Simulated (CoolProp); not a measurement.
A simple Rankine cycle with n-hexane: condensing at 290.15 K, boiler at 1.06 MPa, turbine inlet 443.2 K, turbine efficiency 0.7, pump efficiency 0.6, no recuperator. Each further row changes one setting.

Model: reference Helmholtz-energy equation of state, Thol 2019, in CoolProp.

```
case                             thermal efficiency (%)  net work (kJ/kg)  heat in (kJ/kg)  turbine exit temperature (K)  volume ratio over the turbine
-------------------------------  ----------------------  ----------------  ---------------  ----------------------------  -----------------------------
as stated                                          16.6               105              634                         376.5                           84.2
turbine inlet 463.2 K                              16.4               112              687                         398.5                           80.4
condensing temperature 282.15 K                    17.5               114              652                         372.0                            122
boiler pressure 0.742 MPa                          15.5               101              649                         385.7                           54.1
turbine efficiency 0.6                             14.1              89.7              634                         384.1                           85.9
```
